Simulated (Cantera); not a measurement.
Feed: 1 mol CH3Cl, 0.012 mol F2, held at 338 Torr.

These are equilibrium values from Cantera (NASA tables, ideal gas, pure condensed phases), not measurements of a reactor. Candidate condensed phases: C, C6H6, C7H8, C8H18; 118 gas species. Kinetics and transport are ignored. All values below are at 1748 K.

Base state: HCl 0.497, H2 0.491, HF 0.0119, H 0.000239, Cl 0.000186, CH4 9.97e-5, C2H2 (acetylene) 5.54e-5 (mole fractions); condensed: C(graphite).

Q: What changes in the equilibrium state with this change: pressure from 338 Torr to 7.50 Torr?

A: 
```
species             before    after
----------------  --------  -------
HCl                  0.497    0.495
H2                   0.491    0.490
HF                  0.0119   0.0119
H                 0.000239  0.00160
Cl                0.000186  0.00125
CH4                9.97e-5  2.21e-6
C2H2 (acetylene)   5.54e-5  5.53e-5
C(graphite), mol     1.000    1.000
```
